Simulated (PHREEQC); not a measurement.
Make-up at 20 °C: 57 mmol/kgw HCl, 0.36 mmol/kgw NiCl2, 0.95 mmol/kgw KCl and 68 mmol/kgw Mn(NO3)2. It is in equilibrium with CO2 at log p = -3.5 (atm). Otherwise closed; pH follows from the charge balance.

Computed with PHREEQC (ion-association model, wateq4f.dat).

The pH is 1.35. The ionic strength is 0.253 mol/kgw. The total alkalinity comes out as -57.0 meq/kg.

```json
[
 {"species": "NO3-", "molality": "0.135", "activity": "0.0911", "log γ": "-0.170"},
 {"species": "Mn+2", "molality": "0.0632", "activity": "0.0195", "log γ": "-0.511"},
 {"species": "H+", "molality": "0.0570", "activity": "0.0450", "log γ": "-0.102"},
 {"species": "Cl-", "molality": "0.0544", "activity": "0.0379", "log γ": "-0.157"},
 {"species": "MnCl+", "molality": "0.00414", "activity": "0.00300", "log γ": "-0.139"},
 {"species": "K+", "molality": "0.000950", "activity": "0.000661", "log γ": "-0.157"},
 {"species": "Mn(NO3)2", "molality": "0.000614", "activity": "0.000650", "log γ": "0.025"},
 {"species": "Ni+2", "molality": "0.000345", "activity": "0.000103", "log γ": "-0.523"},
 {"species": "MnCl2", "molality": "4.68e-5", "activity": "4.96e-5", "log γ": "0.025"},
 {"species": "NiCl+", "molality": "1.33e-5", "activity": "9.84e-6", "log γ": "-0.131"},
 {"species": "CO2", "molality": "1.17e-5", "activity": "1.24e-5", "log γ": "0.025"}
]
```

Precipitation was switched off in this run. Complexes and solids missing from the database can't appear.
